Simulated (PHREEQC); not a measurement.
A column of 0.2 m (30 cells, dispersivity 0.007 m, 300 s a shift, diffusion coefficient 3e-10 m²/s) holds 0.0036 eq of the database's cation exchanger X per kg of pore water, first in equilibrium with 0.00034 mol/kgw CuCl2, 0.0036 mol/kgw ZnCl2, 0.026 mol/kgw Na2SO4 and 1e-05 mol/kgw HCl. It is flushed with 0.00066 mol MgSO4, 0.00049 mol MnCl2 and 1e-05 mol HCl per kg of water, at 25 °C. Values are for the last cell. No CO2 enters from the air. Nothing may precipitate in this run.

The numbers come from PHREEQC with the ion-association model, phreeqc.dat.

| pore volumes | Na in solution (mol/kgw) | Mg in solution (mol/kgw) | Mn in solution (mol/kgw) | Cu in solution (mol/kgw) | Zn in solution (mol/kgw) | MgX2 on the exchanger (mol/kgw) | ZnX2 on the exchanger (mol/kgw) |
|---|---|---|---|---|---|---|---|
| 0 | 0.0520 | 0 | 0 | 0.000340 | 0.00360 | 0 | 0.00108 |
| 0.4167 | 0.0520 | 1.19e-8 | 1.10e-8 | 0.000340 | 0.00360 | 2.38e-9 | 0.00108 |
| 0.6167 | 0.0500 | 2.53e-6 | 2.26e-6 | 0.000323 | 0.00340 | 5.37e-7 | 0.00109 |
| 0.8167 | 0.0392 | 1.53e-5 | 1.39e-5 | 0.000241 | 0.00249 | 4.57e-6 | 0.00113 |
| 1.217 | 0.0116 | 2.73e-5 | 2.82e-5 | 7.79e-5 | 0.000736 | 3.15e-5 | 0.00134 |
| 1.617 | 0.00191 | 8.73e-5 | 9.64e-5 | 6.72e-5 | 0.000660 | 0.000119 | 0.00142 |
| 1.817 | 0.000669 | 0.000150 | 0.000158 | 6.17e-5 | 0.000671 | 0.000190 | 0.00134 |
| 2.017 | 0.000220 | 0.000215 | 0.000215 | 5.11e-5 | 0.000626 | 0.000269 | 0.00123 |
| 2.417 | 2.14e-5 | 0.000329 | 0.000300 | 3.06e-5 | 0.000485 | 0.000429 | 0.001000 |
| 2.817 | 1.89e-6 | 0.000419 | 0.000358 | 1.72e-5 | 0.000356 | 0.000579 | 0.000779 |
| 3.017 | 5.50e-7 | 0.000455 | 0.000380 | 1.28e-5 | 0.000302 | 0.000647 | 0.000679 |
| 3.217 | 1.59e-7 | 0.000487 | 0.000398 | 9.39e-6 | 0.000255 | 0.000709 | 0.000587 |
| 3.617 | 1.29e-8 | 0.000539 | 0.000427 | 5.01e-6 | 0.000179 | 0.000817 | 0.000429 |
| 4.017 | 1.02e-9 | 0.000577 | 0.000448 | 2.61e-6 | 0.000123 | 0.000902 | 0.000304 |
| 4.217 | 2.85e-10 | 0.000592 | 0.000455 | 1.87e-6 | 0.000101 | 0.000936 | 0.000253 |
| 4.417 | 7.96e-11 | 0.000604 | 0.000462 | 1.33e-6 | 8.26e-5 | 0.000966 | 0.000209 |
| 4.817 | 6.15e-12 | 0.000623 | 0.000472 | 6.67e-7 | 5.44e-5 | 0.00101 | 0.000140 |
| 5.217 | 4.71e-13 | 0.000636 | 0.000478 | 3.27e-7 | 3.51e-5 | 0.00105 | 9.11e-5 |
| 5.417 | 1.30e-13 | 0.000641 | 0.000481 | 2.28e-7 | 2.79e-5 | 0.00106 | 7.29e-5 |
| 5.617 | 3.59e-14 | 0.000645 | 0.000483 | 1.58e-7 | 2.22e-5 | 0.00107 | 5.80e-5 |
| 6.017 | 0 | 0.000651 | 0.000485 | 7.48e-8 | 1.38e-5 | 0.00108 | 3.62e-5 |

Complexes and solids missing from the database can't appear.
